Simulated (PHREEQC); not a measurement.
A solution holds 0.0027 mol/kgw NaH2PO4 and 0.015 mol/kgw Na2HPO4, at 25 °C. Closed to the air; pH follows from the charge balance.

Equilibrium calculation in PHREEQC: ion-association model, phreeqc.dat.

This is a speciation only: nothing precipitates in the calculation.

**Question.** Order these P species by the share of P that they hold, largest first: HPO4-2, NaHPO4-, H2PO4-.

**Answer.** HPO4-2 (82 %), H2PO4- (15 %), NaHPO4- (2.4 %)

The pH is 7.69 and the ionic strength 0.0468 mol/kgw. Species that the database lacks are ignored.
